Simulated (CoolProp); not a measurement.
A simple Rankine cycle with dimethyl ether: condensing at 330.15 K, boiler at 3.38 MPa, turbine inlet 524 K, turbine efficiency 0.85, pump efficiency 0.8, no recuperator. Each further row changes one setting.

The numbers come from the reference Helmholtz-energy equation of state, Wu 2011 in CoolProp.

```tsv
case	thermal efficiency (%)	net work (kJ/kg)	heat in (kJ/kg)	turbine exit temperature (K)	volume ratio over the turbine
as stated	…	…	705	483.6	…
condensing temperature 322.15 K	10.2	74.0	726	475.8	…
boiler pressure 2.37 MPa	5.5	…	717	499.9	…
turbine efficiency 0.75	7.6	…	705	487.4	2.44
```

Question: Some entries are withheld; supply them.

Answer: 
- as stated, thermal efficiency (%): 8.7
- as stated, net work (kJ/kg): 61.2
- as stated, volume ratio over the turbine: 2.42
- condensing temperature 322.15 K, volume ratio over the turbine: 2.90
- boiler pressure 2.37 MPa, net work (kJ/kg): 39.4
- boiler pressure 2.37 MPa, volume ratio over the turbine: 1.71
- turbine efficiency 0.75, net work (kJ/kg): 53.5
